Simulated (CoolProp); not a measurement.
Vapour-liquid equilibrium of n-butane (1) + cis-2-butene (2) at 232.2 K; x and y are mole fractions of (1).

The numbers come from the multi-fluid Helmholtz-energy mixture model, Bücker 2006 and Lemmon 2005; pair parameters Bell 2016 in CoolProp.

| x | bubble pressure (MPa) | y at the bubble point | dew pressure at overall composition x (MPa) | liquid density (mol/L) |
|---|---|---|---|---|
| 0.05 | 0.01277 | 0.071 | 0.01268 | 12.20 |
| 0.125 | 0.01316 | 0.168 | 0.01299 | 12.10 |
| 0.2 | 0.01352 | 0.255 | 0.01329 | 12.00 |
| 0.275 | 0.01383 | 0.337 | 0.01359 | 11.91 |
| 0.35 | 0.01412 | 0.413 | 0.01389 | 11.81 |
| 0.425 | 0.01439 | 0.486 | 0.01417 | 11.72 |
| 0.5 | 0.01463 | 0.557 | 0.01444 | 11.63 |
| 0.575 | 0.01486 | 0.625 | 0.01470 | 11.54 |
| 0.65 | 0.01507 | 0.693 | 0.01494 | 11.45 |
| 0.725 | 0.01528 | 0.760 | 0.01517 | 11.37 |
| 0.8 | 0.01547 | 0.826 | 0.01539 | 11.28 |
| 0.875 | 0.01565 | 0.892 | 0.01560 | 11.20 |
| 0.95 | 0.01583 | 0.957 | 0.01581 | 11.11 |

No azeotrope shows between x = 0.05 and 0.95.

The pair parameters rest on a limited set of measurements; away from them the model extrapolates.
